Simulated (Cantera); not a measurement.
Feed: 1 mol Fe₂O₃, 1.2 mol CH₄, 0.078 mol CO, equilibrated at 1623.15 K and 90.0 Torr.

These are equilibrium values from Cantera (NASA tables, ideal gas, pure condensed phases), not measurements of a reactor. Candidate condensed phases: C, C₆H₆, C₇H₈, C₈H₁₈, Fe, Fe(CO)₅, FeO, Fe(OH)₂, Fe(OH)₃, Fe₂O₃, Fe₃O₄, H₂O; 114 gas species. Mutual solubility and eutectic melting of coexisting phases are not modelled. The tables' stoichiometric FeO is somewhat more stable than real wüstite, so its field is too wide. FeO: taken at fixed stoichiometry. The numbers say what is thermodynamically allowed, not how fast it happens.

Base state: H₂ 0.445, CO 0.302, H₂O 0.208, CO₂ 0.0454, H 0.000133, Fe 1.40e-5 (mole fractions); condensed: Fe(γ) + FeO(s).

Task: What changes in the equilibrium state with this change: Fe₂O₃ replaced by Fe₃O₄?

Result: 
```
species        before     after
-----------  --------  --------
H₂              0.445     0.445
CO              0.302     0.302
H₂O             0.208     0.208
Fe            1.40e-5   1.40e-5
CO₂            0.0454    0.0454
H            0.000133  0.000133
Fe(γ), mol       1.13      1.13
FeO(s), mol     0.870      1.87
```
